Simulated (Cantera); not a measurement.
An isothermal, constant-pressure homogeneous reactor starts with 88.5 % N₂O, 11.5 % O₂, at 1375 K and 0.160 bar.

Computed with Cantera and GRI-Mech 3.0 (53 species, 325 reactions). GRI-Mech 3.0 was tuned for natural gas; its chemistry of N2O as a main component is partial and can be far from experiment. The mechanism lacks the step 2 NO + O2 → 2 NO2, which can matter for NO2 below about 1400 K. The temperature is held fixed by assumption; the heat of reaction is taken as removed at once.

x: mole fraction; the columns are a selection and need not sum to one.

```
t (s)        x N₂O   x O₂     x NO₂      x NO      x N₂      x O
--------  --------  -----  --------  --------  --------  -------
1.00e-5      0.885  0.115    <1e-12   5.13e-7   8.91e-6  6.38e-6
3.35e-5      0.885  0.115  5.37e-12   4.37e-6   3.57e-5  1.42e-5
0.000112     0.885  0.115  1.74e-10   2.52e-5  0.000143  1.89e-5
0.000376     0.884  0.115   2.74e-9  0.000101  0.000515  1.91e-5
0.00126      0.882  0.116   3.28e-8  0.000354   0.00176  1.91e-5
0.00422      0.876  0.117   3.38e-7   0.00120   0.00590  1.91e-5
0.0141       0.854  0.123       ___       ___       ___  1.91e-5
0.0474       0.787    ___       ___       ___       ___  1.90e-5
0.159        0.605  0.183   4.73e-5    0.0356     0.176  1.87e-5
0.532        0.279  0.263  0.000110    0.0762     0.382  1.75e-5
1.78        0.0371  0.324  0.000167     0.103     0.536  1.00e-5
5.97      0.000485  0.334  0.000384     0.104     0.561  1.11e-6
20.0       2.98e-6  0.334  0.000424     0.104     0.561  9.28e-7
```

Fill in the missing entries.


- 0.0141, x NO₂: 2.74e-6
- 0.0141, x NO: 0.00395
- 0.0141, x N₂: 0.0195
- 0.0474, x O₂: 0.139
- 0.0474, x NO₂: 1.41e-5
- 0.0474, x NO: 0.0126
- 0.0474, x N₂: 0.0619
